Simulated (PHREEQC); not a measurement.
Consider water at 25 °C with 0.6 mmol/kgw Na2HAsO4. Closed to the air; pH follows from the charge balance.

Equilibrium calculation in PHREEQC: ion-association model, wateq4f.dat.

Each row changes one thing in this solution. No solid was allowed to form.

```csv
case,pH,ionic strength (mol/kgw)
as made,8.89,0.00179
Na2HAsO4 replaced by Na2SeO4 at the same molality,7.00,0.00180
diluted 100-fold with water,7.93,1.72e-5
Na2HAsO4 from 0.0006 to 0.0009 mol/kgw,8.96,0.00269
Na2HAsO4 from 0.0006 to 0.00012 mol/kgw,8.59,0.000356
Na2HAsO4 replaced by NaHF2 at the same molality,3.58,0.000869
Na2HAsO4 from 0.0006 to 0.006 mol/kgw,9.10,0.0180
Na2HAsO4 from 0.0006 to 0.0003 mol/kgw,8.77,0.000894
2.3e-05 mol/kgw HNO3 added,8.44,0.00178
```

Complexes and solids missing from the database can't appear.
